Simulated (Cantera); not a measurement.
# Silicon nitride deposition: trisilylamine + N2

Input: 1 mol trisilylamine, a varied amount of N2, at 725 K and 1.30 mbar.

Cantera equilibrium calculation (NASA polynomials, part measured and part estimated; ideal gas, pure solids and liquids). Candidate condensed phases: Si, Si3N4; 18 gas species. The feed counts by its element totals alone. Rates play no part.

```tsv
n(N2) (mol)	x H2	x N2	x NH3	n Si(s)	n Si3N4(s)
0.3	1.00	<1e-12	<1e-12	1.80	0.400
0.71	1.00	<1e-12	<1e-12	1.19	0.605
1.7	0.957	0.0426	1.72e-6	0	1.00
3.9	0.652	0.348	2.77e-6	0	1.00
9.2	0.369	0.631	1.59e-6	0	1.00
22	0.180	0.820	6.16e-7	0	1.00
50	0.0849	0.915	2.11e-7	0	1.00
```
x: gas mole fraction; n: condensed amount in mol.

From 0.3 mol N2 to 0.71 mol N2 the condensed part is Si(s) + Si3N4(s). From 1.7 mol N2 to 50 mol N2 the condensed part is Si3N4(s).
